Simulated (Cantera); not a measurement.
A Cantera script and its output.

```python
import numpy as np
import cantera as ct

gas = ct.Solution("gri30.yaml")
gas.TPX = 1148, 10000, {'N2O': 1, 'H2O': 0.023}
reactor = ct.IdealGasConstPressureReactor(gas, energy="off", clone=False)
net = ct.ReactorNet([reactor])
net.rtol, net.atol = 1e-08, 1e-18
show = ['N2O', 'H2O', 'N2', 'NO2', 'NO', 'H2', 'OH']
times = np.geomspace(3e-06, 300, 13)

steps = ct.SolutionArray(gas, extra=["t"])
rows = []
print(f"{'t/s':>10s}{'T/K':>9s}{'P/Pa':>11s}" + "".join(f"{s:>11s}" for s in show))
for t in times:
    while net.time < t:
        t_next = net.step()
        steps.append(gas.state, t=t_next)
    rows.append([np.interp(t, steps.t, y) for y in (steps.T, steps.P, *steps(*show).X.T)])
    print(f"{t:10.3e}{rows[-1][0]:9.1f}{rows[-1][1]:11.4g}" + "".join(f"{x:11.3e}" for x in rows[-1][2:]))
rate = np.gradient(steps.T, steps.t)
print("integrator steps:", len(steps.t))
if steps.T.max() > steps.T[0] + 200:
    print(f"time of steepest temperature rise: {steps.t[rate.argmax()]:.4e} s")
gas.TPX = 1148, 10000, {'N2O': 1, 'H2O': 0.023}
gas.equilibrate("TP")
print(f"equilibrium (TP): T = {gas.T:.1f} K  " + "  ".join(f"{s} {gas[s].X[0]:.3e}" for s in show))
```

Output:

```
       t/s      T/K       P/Pa        N2O        H2O         N2        NO2         NO         H2         OH
 3.000e-06   1148.0      1e+04  9.775e-01  2.248e-02  3.634e-08  2.265e-20  1.252e-10  1.931e-21  2.832e-11
 1.392e-05   1148.0      1e+04  9.775e-01  2.248e-02  1.791e-07  8.672e-18  2.522e-09  2.507e-18  5.699e-10
 6.463e-05   1148.0      1e+04  9.775e-01  2.248e-02  1.004e-06  2.638e-15  4.369e-08  2.109e-15  9.837e-09
 3.000e-04   1148.0      1e+04  9.775e-01  2.248e-02  6.018e-06  4.732e-13  4.542e-07  4.518e-13  1.002e-07
 1.392e-03   1148.0      1e+04  9.775e-01  2.248e-02  3.072e-05  1.798e-10  2.613e-06  3.206e-11  5.192e-07
 6.463e-03   1148.0      1e+04  9.773e-01  2.248e-02  1.463e-04  6.483e-08  1.257e-05  1.074e-09  1.627e-06
 3.000e-02   1148.0      1e+04  9.765e-01  2.247e-02  6.885e-04  5.247e-06  5.369e-05  1.180e-08  3.248e-06
 1.392e-01   1148.0      1e+04  9.725e-01  2.244e-02  3.225e-03  5.888e-05  2.125e-04  3.122e-08  4.831e-06
 6.463e-01   1148.0      1e+04  9.547e-01  2.231e-02  1.478e-02  2.477e-04  9.564e-04  1.537e-08  6.494e-06
 3.000e+00   1148.0      1e+04  8.783e-01  2.173e-02  6.426e-02  4.120e-04  4.586e-03  9.001e-09  8.137e-06
 1.392e+01   1148.0      1e+04  6.137e-01  1.973e-02  2.356e-01  3.483e-04  1.736e-02  8.602e-09  8.546e-06
 6.463e+01   1148.0      1e+04  1.590e-01  1.630e-02  5.305e-01  1.417e-04  3.856e-02  1.031e-08  7.382e-06
 3.000e+02   1148.0      1e+04  2.987e-03  1.512e-02  6.327e-01  1.343e-04  4.365e-02  1.428e-09  2.342e-06
integrator steps: 1688
equilibrium (TP): T = 1148.0 K  N2O 3.100e-09  H2O 1.510e-02  N2 6.565e-01  NO2 1.282e-06  NO 1.482e-04  H2 3.445e-10  OH 1.109e-06
```

Computed with Cantera and GRI-Mech 3.0 (53 species, 325 reactions). GRI-Mech 3.0 was tuned for natural gas; its chemistry of N2O as a main component is partial and can be far from experiment. The mechanism lacks the step 2 NO + O2 → 2 NO2, which can matter for NO2 below about 1400 K. The temperature is held fixed by assumption; the heat of reaction is taken as removed at once.
